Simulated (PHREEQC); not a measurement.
Consider water at 57 °C with 0.076 mol/kgw H2SO4 and 0.0098 mol/kgw Al2(SO4)3. Closed to the air; pH follows from the charge balance.

Computed with PHREEQC (ion-association model, phreeqc.dat).

Precipitation was switched off in this run.

Q: Estimate the pH, ionic strength.

A: pH 1.20; ionic strength 0.127 mol/kgw.

Q: In which forms is Al present?

A: AlSO4+ 70 %, Al+3 18 %, Al(SO4)2- 11 %, AlHSO4+2 1.3 % of the Al.

Away from 25 °C the constants follow the database's enthalpies or fits; those with neither stay at their 25 °C values.
